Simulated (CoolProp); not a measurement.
Saturation properties of R141b (Tc = 204.4 °C, pc = 4.212 MPa, ω = 0.220).

Computed with CoolProp (reference Helmholtz-energy equation of state, Lemmon 2006). It is a short technical equation, of lower accuracy than the large ones.

```
T (°C)  p (MPa)  vapour Z  surface tension (mN/m)  liquid viscosity (µPa s)
------  -------  --------  ----------------------  ------------------------
69.25    0.3185    0.9159                    12.9                       255
73.15    0.3534    0.9098                    12.4                       246
77.05    0.3911    0.9035                    12.0                       237
80.95    0.4318    0.8969                    11.5                       228
84.85    0.4755    0.8900                    11.1                       219
88.75    0.5224    0.8828                    10.7                       211
92.65    0.5728    0.8753                    10.2                       203
96.65    0.6280    0.8672                    9.79                       196
100.55   0.6857    0.8591                    9.36                       189
104.45   0.7471    0.8506                    8.94                       182
108.35   0.8125    0.8418                    8.51                       175
112.25   0.8820    0.8326                    8.10                       169
116.15   0.9558    0.8231                    7.68                       162
```

It boils at 32.0 °C under 1 atm.

Viscosity comes from a separate model (Huber 2003), an estimate that may be off by 10 % or more. Surface tension comes from a separate correlation (Mulero 2012).
